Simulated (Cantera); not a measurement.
Charge: 1 mol Cr₂O₃, 180 mol H₂, 50 mol N₂, at 2.93 Torr.

These are equilibrium values from Cantera (NASA tables, ideal gas, pure condensed phases), not measurements of a reactor. Candidate condensed phases: Cr, CrN, Cr₂N, Cr₂O₃, H₂O; 29 gas species. Mutual solubility and eutectic melting of coexisting phases are not modelled. The numbers say what is thermodynamically allowed, not how fast it happens.

Task: Which condensed phases are stable at each of these points (T (°C)): 1152, 1202, 1252, 1302, 1352, 1402, 1452, 1502, 1552, 1602?

Result: 
```tsv
T (°C)	condensed phases	Cr condensed (%)
1152	Cr(s) + Cr₂O₃(s)	99.7
1202	Cr(s) + Cr₂O₃(s)	99.0
1252	Cr(s) + Cr₂O₃(s)	97.2
1302	Cr(s) + Cr₂O₃(s)	92.8
1352	Cr₂O₃(s)	83.4
1402	Cr₂O₃(s)	72.6
1452	Cr₂O₃(s)	56.0
1502	Cr₂O₃(s)	31.4
1552	gas only	0.0
1602	gas only	0.0
```

From 1152 °C to 1302 °C the condensed part is Cr(s) + Cr₂O₃(s). From 1352 °C to 1502 °C the condensed part is Cr₂O₃(s). From 1552 °C to 1602 °C nothing is condensed.
